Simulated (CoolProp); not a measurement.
Vapour pressure (bar) of sulfur dioxide: the reference equation beside estimates from Tc = 157.5 °C, pc = 78.87 bar, ω = 0.256. Clausius-Clapeyron is anchored at 33.05 °C with a constant enthalpy of vaporisation of 22.29 kJ/mol.

Values from CoolProp's reference Helmholtz-energy equation of state, Gao 2016.

| T (°C) | reference | Lee-Kesler | Clausius-Clapeyron | van der Waals | Redlich-Kwong | Soave-Redlich-Kwong | Peng-Robinson |
|---|---|---|---|---|---|---|---|
| -52.25 | 0.09942 | 0.09557 | 0.1732 | 2.601 | 0.2522 | 0.09795 | 0.1047 |
| -35.25 | 0.2846 | 0.2760 | 0.4123 | 4.181 | 0.6415 | 0.2807 | 0.2931 |
| -18.15 | 0.6949 | 0.6809 | 0.8778 | 6.346 | 1.404 | 0.6875 | 0.7050 |
| -1.15 | 1.483 | 1.467 | 1.693 | 9.158 | 2.715 | 1.473 | 1.490 |
| 15.95 | 2.866 | 2.855 | 3.034 | 12.73 | 4.796 | 2.856 | 2.862 |
| 33.05 | 5.092 | 5.098 | 5.092 | 17.11 | 7.858 | 5.094 | 5.069 |
| 50.05 | 8.426 | 8.456 | 8.071 | 22.35 | 12.09 | 8.462 | 8.380 |
| 67.15 | 13.23 | 13.28 | 12.24 | 28.56 | 17.76 | 13.33 | 13.16 |
| 84.15 | 19.77 | 19.83 | 17.81 | 35.71 | 25.00 | 19.98 | 19.72 |
| 101.25 | 28.53 | 28.56 | 25.09 | 43.94 | 34.08 | 28.89 | 28.53 |

Absolute difference from the reference over all 10 rows, mean and median: Lee-Kesler 1.2 and 0.4 %, Clausius-Clapeyron 19.9 and 11.0 %, van der Waals 621.2 and 290.1 %, Redlich-Kwong 70.9 and 60.8 %, Soave-Redlich-Kwong 0.8 and 0.9 %, Peng-Robinson 1.2 and 0.5 %.
